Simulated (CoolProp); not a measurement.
Values from CoolProp's reference Helmholtz-energy equation of state, Akasaka 2022.

**Question.** Give the vapour pressure (MPa), liquid density (kg/m³), enthalpy of vaporisation (kJ/kg), liquid cp (kJ/(kg K)) of saturated R1233zd(E) at -7.45 °C.

**Answer.** 
```
T (°C)  p (MPa)  liquid density (kg/m³)  enthalpy of vaporisation (kJ/kg)  liquid cp (kJ/(kg K))
------  -------  ----------------------  --------------------------------  ---------------------
-7.45    0.0346                    1340                               206                   1.12
```
